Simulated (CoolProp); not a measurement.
Values from CoolProp's reference Helmholtz-energy equation of state, Leachman 2009.

Task: For normal hydrogen, give the phase and the Joule-Thomson coefficient (K/MPa), viscosity (µPa s), Prandtl number at -220.75 °C and 2.9 MPa; -177.25 °C and 2.9 MPa; -68.65 °C and 2.9 MPa.

Result: 
- -220.75 °C and 2.9 MPa: supercritical; Joule-Thomson coefficient 3.16, viscosity 3.13, Prandtl number 0.911
- -177.25 °C and 2.9 MPa: supercritical; Joule-Thomson coefficient 1.17, viscosity 4.20, Prandtl number 0.690
- -68.65 °C and 2.9 MPa: supercritical; Joule-Thomson coefficient -0.0599, viscosity 6.91, Prandtl number 0.680

Viscosity comes from a separate model (Muzny 2013). Thermal conductivity comes from a separate model (Assael 2011).
